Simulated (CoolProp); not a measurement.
Vapour-liquid equilibrium of n-octane (1) + m-xylene (2) at 0.0627 MPa; x and y are mole fractions of (1).

Computed with CoolProp (multi-fluid Helmholtz-energy mixture model, Beckmüller 2019 and Zhou 2012; pair parameters Bell 2016).

```tsv
x	bubble temperature (°C)	y at the bubble point	dew temperature at overall composition x (°C)	liquid density (mol/L)
0.05	121.1	0.076	121.4	7.163
0.125	119.7	0.181	…	7.004
0.2	118.4	0.277	119.4	6.850
0.275	117.2	0.364	118.4	6.701
0.35	116.2	0.446	…	6.556
0.425	115.2	0.521	116.4	6.417
0.5	114.2	0.592	…	…
0.575	…	0.660	114.5	6.151
0.65	112.5	0.724	…	6.025
0.725	111.7	0.786	112.5	5.902
0.8	111.0	0.846	111.6	5.784
0.875	110.3	0.905	110.7	5.669
0.95	109.6	0.962	109.8	5.557
```

Question: What belongs in the gaps?

Answer: 
- 0.125, dew temperature at overall composition x (°C): 120.4
- 0.35, dew temperature at overall composition x (°C): 117.4
- 0.5, dew temperature at overall composition x (°C): 115.4
- 0.5, liquid density (mol/L): 6.282
- 0.575, bubble temperature (°C): 113.3
- 0.65, dew temperature at overall composition x (°C): 113.5

No azeotrope shows between x = 0.05 and 0.95.

The pair parameters rest on a limited set of measurements; away from them the model extrapolates.
